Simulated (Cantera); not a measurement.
A diamond (100) surface in a fixed gas of H2 with x(CH4) = 0.0086, x(H) = 0.016, x(CH3) = 0.00012, 0.0375 atm; coverages are run to steady state.

Cantera simulation using the Harris–Goodwin 1993 mechanism for the reconstructed diamond (100) surface; the numbers are that mechanism's predictions, not measurements.

One state of this run: growth (µm/h) = 2.85; θ c6HH = 0.550; θ c6H* = 0.0230; θ c6*H = 0.409; θ c6** = 0.0136; θ c6HM = 0.00318. θ: site fractions in the mechanism's names (c6HH fully hydrogenated, c6H* and c6*H radical sites, c6** diradical, c6HM methylated).

Which value of T (K) does it belong to?
(A) 1275
(B) 975
(C) 1050
(D) 1125

C, 1050
